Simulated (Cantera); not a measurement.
A perfectly stirred reactor is fed with 15.9 % CH4, 17.6 % O2, 66.5 % N2, equivalence ratio 1.8, at 5.63 atm; it is adiabatic with a 400 K inlet, and is followed from long to short residence time, starting on the burning branch (τ in s: 0.39, 0.13, 0.044, 0.015, 0.0048, 0.0016, 0.00054, 0.00018, 6e-05).

Cantera simulation using GRI-Mech 3.0 (53 species, 325 reactions); the numbers are that mechanism's predictions, not measurements.

One state of this run: T (K) = 1839; x CH4 = 0.0146; x O2 = 0.00161; x H = 8.37e-5; x HCN = 4.73e-6; x CO2 = 0.0366; x CH2O = 1.44e-5. x: mole fraction; the columns are a selection and need not sum to one.

Task: Which value of τ (s) does it belong to?
A. 0.39
B. 0.13
C. 0.015
D. 0.0016

Result: C, 0.015
